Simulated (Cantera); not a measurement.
Cantera with NASA thermochemical tables; ideal gases at 1 bar, condensed phases pure. Values are per mole of reaction as written; species without (g) are pure solids or liquids, kept so even where they would boil at 1 bar.

10 O(g) + P₄(g) ⇌ P₄O₁₀(g)

| T (K) | ΔH° (kJ) | ΔS° (J/K) | ΔG° (kJ) | log10 K |
|---|---|---|---|---|
| 1575 | -5454.9 | -1513.7 | -3070.9 | 101.84 |
| 1725 | -5450.2 | -1510.8 | -2844.1 | 86.12 |
| 1875 | -5445.1 | -1508.0 | -2617.7 | 72.92 |
| 2025 | (withheld) | (withheld) | (withheld) | (withheld) |
| 2175 | -5434.5 | -1502.7 | -2166.1 | 52.02 |
| 2325 | (withheld) | (withheld) | (withheld) | (withheld) |
| 2475 | (withheld) | (withheld) | (withheld) | (withheld) |
| 2625 | -5417.9 | -1495.8 | -1491.5 | 29.68 |

### Question
Complete the blanks.

### Answer

- 2025, ΔH° (kJ): -5439.9
- 2025, ΔS° (J/K): -1505.3
- 2025, ΔG° (kJ): -2391.7
- 2025, log10 K: 61.69
- 2325, ΔH° (kJ): -5429.1
- 2325, ΔS° (J/K): -1500.3
- 2325, ΔG° (kJ): -1940.8
- 2325, log10 K: 43.60
- 2475, ΔH° (kJ): -5423.5
- 2475, ΔS° (J/K): -1498.0
- 2475, ΔG° (kJ): -1716.0
- 2475, log10 K: 36.21
